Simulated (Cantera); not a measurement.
An isothermal, constant-pressure homogeneous reactor starts with 2.24 % CO, 1.61 % O₂, 6.54 % H₂O, 89.6 % N₂, at 1100 K and 7.00 bar.

Computed with Cantera and GRI-Mech 3.0 (53 species, 325 reactions).

One state of this run: x CO = 0.00412; x O₂ = 0.00707; x H₂O = 0.0659; x NO = 4.12e-10; x O = 5.37e-8. x: mole fraction; the columns are a selection and need not sum to one.

**Question.** Which value of t (s) does it belong to?
A) 2.00e-6
B) 0.00210
C) 0.216
D) 0.0678

**Answer.** C, 0.216
